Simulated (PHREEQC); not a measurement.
Phosphoric acid bath

Dissolve 0.017 mol KH2PO4, 0.00037 mol HNO3 and 0.00013 mol H4SiO4 per kg of water at 35 °C. It is in equilibrium with CO2 at log p = -3.4 (atm). Otherwise closed; pH follows from the charge balance.

Model: ion-association model, wateq4f.dat, run in PHREEQC.

Precipitation was switched off in this run.

Problem. What pH does the model give?

Solution. pH 3.96.

Problem. In which forms is P present?

Solution. H2PO4- 98 %, H3PO4 1.6 % of the P.

H3PO4, which wateq4f.dat lacks, is added to it with the constant of phreeqc.dat.
